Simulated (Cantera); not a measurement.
Input: 1 mol BN, 9.2 mol H2, held at 1548 K and 35.0 Pa.

Equilibrium computed with Cantera from the NASA thermochemical tables; the gas is ideal and each condensed phase is pure. Candidate condensed phases: B, BN; 15 gas species. Mutual solubility and eutectic melting of coexisting phases are not modelled. The tables' values for BH2 are old estimates; treat these amounts as uncertain. Equilibrium is a limit: real reactors are often held back by kinetics, nucleation or transport.

**Question.** What is the equilibrium state?

**Answer.** 
```json
{
 "x(H2)": "0.998",
 "x(H)": "0.00164",
 "x(N2)": "5.39e-5",
 "x(BH2)": "1.60e-5",
 "n(B(s))": "0.000843 mol",
 "n(BN(s))": "0.999 mol",
 "gas_amount": "9.208 mol"
}
```
